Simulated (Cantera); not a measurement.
Gas mixture: C2H4 : NH3 : N2 : H2 = 0.18 : 0.63 : 0.58 : 0.7 (molar parts), at 0.380 bar, frozen composition.

Cantera's kinetic-theory transport with the Lennard-Jones parameters of GRI-Mech 3.0, ideal gas; thermal conductivity in the mixture-averaged form. Polar gases are described roughly by these parameters. The composition is frozen, though it would react at the higher temperatures.

One state of this run: ρ (kg/m³) = 0.0522; cp (J/kg/K) = 3064; μ (µPa s) = 45.5; λ (mW/m/K) = 241; Pr = 0.578; D (cm²/s) CH3 = 11.2; D (cm²/s) N2 = 12.4; D (cm²/s) NH3 = 13.4. D: mixture-averaged diffusion coefficient of that species in the mixture.

Which value of T (K) does it belong to?
(A) 1400
(B) 1650
(C) 1150
(D) 1900

A, 1400
